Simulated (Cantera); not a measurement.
Charge: 1 mol CaO, 6.5 mol HBr, equilibrated at 1823 K and 19000 Pa.

Cantera equilibrium calculation (NASA polynomials, part measured and part estimated; ideal gas, pure solids and liquids). Candidate condensed phases: Br2, Ca, CaBr2, CaO, Ca(OH)2, H2O; 19 gas species. Kinetics and transport are ignored.

Base state: HBr 0.564, CaBr2 0.147, H2O 0.147, Br 0.0939, H2 0.0480, Br2 0.00109, H 0.000218, OH 4.63e-5 (mole fractions); condensed: gas only.

What changes in the equilibrium state with this change: temperature from 1823 K to 1598 K?


```json
[
 {"species": "HBr", "before": "0.564", "after": "0.655"},
 {"species": "H2O", "before": "0.147", "after": "0.155"},
 {"species": "CaBr2", "before": "0.147", "after": "0.129"},
 {"species": "Br", "before": "0.0939", "after": "0.0393"},
 {"species": "H2", "before": "0.0480", "after": "0.0209"},
 {"species": "H", "before": "0.000218", "after": "1.76e-5"},
 {"species": "OH", "before": "4.63e-5", "after": "5.10e-6"},
 {"species": "Br2", "before": "0.00109", "after": "0.00123"},
 {"species": "CaBr2(l), mol", "before": "0", "after": "0.168"}
]
```
